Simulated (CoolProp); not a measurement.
Properties of hexamethyldisiloxane (MM) along the isobar 1.01 bar (Tc = 245.6 °C, pc = 19.31 bar, ω = 0.418).

Values from CoolProp's reference Helmholtz-energy equation of state, Thol 2016.

```
T (°C)   phase  density (kg/m³)  cp (kJ/(kg K))  cv (kJ/(kg K))  isothermal compressibility (1/MPa)  fugacity coefficient
------  ------  ---------------  --------------  --------------  ----------------------------------  --------------------
96.55   liquid            679.7           2.103           1.723                            0.004516                0.8446
124.55     gas            5.218           1.785           1.719                               10.44                0.9528
152.65     gas            4.817           1.852           1.790                               10.31                0.9630
180.65     gas            4.483           1.918           1.858                               10.22                0.9703
208.75     gas            4.196           1.983           1.925                               10.16                0.9759
236.75     gas            3.948           2.046           1.989                               10.11                0.9802
264.85     gas            3.728           2.107           2.051                               10.07                0.9836
292.85     gas            3.534           2.165           2.110                               10.04                0.9864
320.95     gas            3.359           2.222           2.167                               10.02                0.9886
```
